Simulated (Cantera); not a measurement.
Input: 1 mol MgSO₄, 3.8 mol H₂O, 0.07 mol H₂, equilibrated at 452 °C and 3.50 mbar.

Cantera equilibrium calculation (NASA polynomials, part measured and part estimated; ideal gas, pure solids and liquids). Candidate condensed phases: H₂O, H₂SO₄, Mg, MgO, Mg(OH)₂, MgS, MgSO₄, S; 26 gas species. Kinetics and transport are ignored.

Q: What is the equilibrium state?

A: 
```json
{
 "x(H₂O)": "0.982",
 "x(SO₂)": "0.0178",
 "n(MgO(s))": "0.0700 mol",
 "n(MgSO₄(s))": "0.930 mol",
 "gas_amount": "3.940 mol",
 "log10 activity of S(l) (absent)": "-8.05",
 "log10 activity of H₂SO₄(l) (absent)": "-14.60",
 "log10 activity of Mg(s) (absent)": "-28.83"
}
```
